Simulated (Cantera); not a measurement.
An isothermal, constant-pressure homogeneous reactor starts with 18.0 % NO, 77.2 % N₂, 4.85 % H₂O, at 1975 K and 20.0 Torr.

Cantera simulation using GRI-Mech 3.0 (53 species, 325 reactions); the numbers are that mechanism's predictions, not measurements. Radical loss at walls, strong at low pressure, is not modelled.

Problem. Predict: x(NO) at 20.0 s; x(O) at 20.0 s; x(NO₂) at 20.0 s; x(N₂) at 20.0 s; x(O₂) at 20.0 s.

Solution. 
- x(NO) at 20.0 s = 0.0452 (gas-phase equilibrium 0.00480)
- x(O) at 20.0 s = 0.000875 (gas-phase equilibrium 0.000997)
- x(NO₂) at 20.0 s = 7.43e-6 (gas-phase equilibrium 9.02e-7)
- x(N₂) at 20.0 s = 0.838 (gas-phase equilibrium 0.858)
- x(O₂) at 20.0 s = 0.0662 (gas-phase equilibrium 0.0863)
